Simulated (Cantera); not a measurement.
Standard-state values (1 bar) from the NASA 1993 polynomials, evaluated with Cantera. Values are per mole of reaction as written; species without (g) are pure solids or liquids, kept so even where they would boil at 1 bar.

7 Fe + 4 CS2(g) + 6 H2S(g) = 2 C2H6(g) + 7 FeS2, with ΔH° = -1713.3 kJ and ΔS° = -1549.0 J/K at 300 K.

Problem. How far is the shortcut ΔG° ≈ ΔH°(300 K) − T·ΔS°(300 K) from the full temperature-dependent value at 500, 550, 600, 650, 700, 750, 800, 850, 900, 950, 1000 K?

Solution. 
```csv
T (K),shortcut (kJ),full (kJ),difference (kJ),difference in log10 K
500,-938.8,-938.5,-0.3,0.03
550,-861.4,-861.1,-0.3,0.03
600,-783.9,-783.8,-0.1,0.01
650,-706.5,-706.6,0.1,-0.01
700,-629.0,-629.5,0.4,-0.03
750,-551.6,-552.4,0.9,-0.06
800,-474.1,-475.5,1.4,-0.09
850,-396.7,-398.6,1.9,-0.12
900,-319.2,-321.8,2.5,-0.15
950,-241.8,-244.9,3.1,-0.17
1000,-164.3,-168.0,3.6,-0.19
```
The shortcut ignores the heat-capacity change of the reaction.
